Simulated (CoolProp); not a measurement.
Saturation properties of hydrogen chloride.

The numbers come from the reference Helmholtz-energy equation of state, Thol 2018 in CoolProp.

| T (K) | p (MPa) | liquid density (kg/m³) | vapour density (kg/m³) | liquid cp (kJ/(kg K)) |
|---|---|---|---|---|
| 177.1 | 0.05174 | 1212 | 1.305 | [?] |
| 190.5 | 0.1154 | 1179 | 2.746 | 1.661 |
| 203.8 | [?] | [?] | [?] | 1.674 |
| 217.2 | 0.4143 | [?] | 9.052 | 1.698 |
| 230.5 | 0.6958 | 1072 | [?] | [?] |
| 243.9 | 1.105 | 1031 | 23.21 | 1.790 |
| 257.2 | 1.666 | 987.1 | 35.02 | 1.872 |
| 270.5 | 2.415 | 938.2 | 51.65 | 1.999 |

Question: Some entries are withheld; supply them.

Answer: 
- 177.1, liquid cp (kJ/(kg K)): 1.657
- 203.8, p (MPa): 0.2283
- 203.8, liquid density (kg/m³): 1145
- 203.8, vapour density (kg/m³): 5.178
- 217.2, liquid density (kg/m³): 1110
- 230.5, vapour density (kg/m³): 14.82
- 230.5, liquid cp (kJ/(kg K)): 1.735

It boils at 188.2 K under 1 atm.
